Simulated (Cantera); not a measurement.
# Gas-phase reforming

An isothermal, constant-pressure homogeneous reactor starts with 58.1 % CH4, 41.9 % H2O, at 1575 K and 0.118 atm.

Detailed kinetics in Cantera: GRI-Mech 3.0 (53 species, 325 reactions). GRI-Mech 3.0 stops at C3 and has no aromatics, soot or wall deposition, so with more carbon than oxygen in the feed, carbon stays in small species such as C2H2 where larger ones or solid carbon would form.

| t (s) | x CH4 | x H2O | x CH2O | x CH3 | x C2H6 | x OH |
|---|---|---|---|---|---|---|
| 0.000100 | 0.581 | 0.419 | 5.23e-10 | 6.83e-5 | 1.44e-7 | 9.29e-8 |
| 0.000226 | 0.581 | 0.419 | 5.69e-9 | 0.000152 | 1.57e-6 | 2.01e-7 |
| 0.000511 | 0.581 | 0.419 | 5.84e-8 | 0.000320 | 1.52e-5 | 4.19e-7 |
| 0.00115 | 0.580 | 0.418 | 4.68e-7 | 0.000580 | 0.000104 | 7.58e-7 |
| 0.00261 | 0.578 | 0.418 | 2.39e-6 | 0.000903 | 0.000411 | 1.18e-6 |
| 0.00589 | 0.571 | 0.417 | 7.04e-6 | 0.00129 | 0.00103 | 1.71e-6 |
| 0.0133 | 0.546 | 0.412 | 1.03e-5 | 0.00152 | 0.00149 | 2.06e-6 |
| 0.0301 | 0.488 | 0.398 | 8.00e-6 | 0.00131 | 0.00109 | 1.91e-6 |
| 0.0679 | 0.401 | 0.373 | 4.81e-6 | 0.000999 | 0.000602 | 1.66e-6 |
| 0.153 | 0.296 | 0.342 | 2.69e-6 | 0.000720 | 0.000294 | 1.49e-6 |
| 0.347 | 0.189 | 0.309 | 1.40e-6 | 0.000476 | 0.000119 | 1.39e-6 |
| 0.784 | 0.102 | 0.274 | 6.76e-7 | 0.000283 | 3.85e-5 | 1.35e-6 |
| 1.77 | 0.0523 | 0.235 | 3.18e-7 | 0.000160 | 1.14e-5 | 1.28e-6 |
| 4.00 | 0.0335 | 0.184 | 1.59e-7 | 0.000105 | 4.75e-6 | 1.02e-6 |
x: mole fraction; the columns are a selection and need not sum to one.

Equilibrium at this temperature and pressure: CH4 0.00587, H2O 3.91e-7, CH2O 8.13e-9, CH3 1.67e-5, C2H6 2.08e-7, OH 1.98e-12 (gas phase only).
